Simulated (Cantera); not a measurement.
Input: 1 mol BN, 2.7 mol HCl, at 525 °C and 133 Pa.

Equilibrium computed with Cantera from the NASA thermochemical tables; the gas is ideal and each condensed phase is pure. Candidate condensed phases: B, BN, NH₄Cl; 21 gas species. Gases not in the tables: BHCl₂. Rates play no part.

Base state: HCl 0.992, H₂ 0.00399, BCl₃ 0.00266, N₂ 0.00133 (mole fractions); condensed: BN(s).

What changes in the equilibrium state with this change: temperature from 525 °C to 1225 °C?


```tsv
species	before	after
HCl	0.992	0.850
H₂	0.00399	0.0743
BCl₃	0.00266	0.0486
N₂	0.00133	0.0248
Cl	1.20e-9	0.00119
BCl₂	<1e-9	0.000662
BCl	<1e-9	0.000243
H	<1e-9	0.000128
BN(s), mol	0.993	0.866
```
The tables' values for BCl₂, BCl are old estimates; treat these amounts as uncertain.
